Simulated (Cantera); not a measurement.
Input: 1 mol Si, 0.81 mol NH3, 45 mol H2, held at 13.3 mbar.

Method: chemical equilibrium by Gibbs-energy minimisation in Cantera with the NASA 1993 tables (ideal gas, pure condensed phases). Candidate condensed phases: Si, Si3N4; 18 gas species. The numbers say what is thermodynamically allowed, not how fast it happens. All values below are at 998 K.

Base state: H2 1.00 (mole fractions); condensed: Si(s) + Si3N4(s).

Question: What changes in the equilibrium state with this change: Si replaced by Cu?

Answer: 
```csv
species,before,after
H2,1.00,0.991
N2,1.12e-9,0.00869
"Si(s), mol",0.393,0
"Si3N4(s), mol",0.203,0
"Cu(s), mol",0,1.00
```
Further candidate phases: Cu.
